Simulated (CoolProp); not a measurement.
A closed Brayton cycle with nitrogen: compressor inlet 313.15 K and 1.1 MPa, high pressure 3.04 MPa, turbine inlet 980 K, compressor efficiency 0.89, turbine efficiency 0.9, recuperator effectiveness 0.95 (on enthalpy, no pinch check). Each further row changes one setting.

Computed with CoolProp (reference Helmholtz-energy equation of state, Span 2000).

| case | thermal efficiency (%) | net work (kJ/kg) | compressor to turbine work | compressor exit (K) | turbine exit (K) |
|---|---|---|---|---|---|
| as stated | 43.7 | 112 | 0.53 | 432.0 | 774.8 |
| turbine inlet 930 K | 41.3 | ___ | 0.55 | 432.0 | ___ |
| compressor inlet 323.15 K | 42.3 | 108 | ___ | 445.7 | 774.8 |
| high pressure 2.58 MPa | ___ | ___ | 0.50 | ___ | ___ |
| recuperator effectiveness 0.5 | ___ | 112 | 0.53 | 432.0 | 774.8 |

### Question
What belongs in the gaps?

### Answer

- turbine inlet 930 K, net work (kJ/kg): 99.6
- turbine inlet 930 K, turbine exit (K): 733.6
- compressor inlet 323.15 K, compressor to turbine work: 0.54
- high pressure 2.58 MPa, thermal efficiency (%): 44.8
- high pressure 2.58 MPa, net work (kJ/kg): 100
- high pressure 2.58 MPa, compressor exit (K): 410.5
- high pressure 2.58 MPa, turbine exit (K): 804.8
- recuperator effectiveness 0.5, thermal efficiency (%): 26.5
